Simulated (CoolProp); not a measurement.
Model: reference Helmholtz-energy equation of state, Bücker 2006, in CoolProp.

**Question.** For isobutane, give the phase and the density (kg/m³), cv (kJ/(kg K)), Prandtl number at 113.25 °C and 4.54 MPa; 113.25 °C and 15.1 MPa; 113.25 °C and 18.1 MPa.

**Answer.** 
- 113.25 °C and 4.54 MPa: liquid; density 424, cv 2.08, Prandtl number 3.21
- 113.25 °C and 15.1 MPa: liquid; density 480, cv 2.06, Prandtl number 3.34
- 113.25 °C and 18.1 MPa: liquid; density 490, cv 2.06, Prandtl number 3.40

Viscosity comes from a separate model (Vogel 2000). Thermal conductivity comes from a separate model (Perkins 2002).
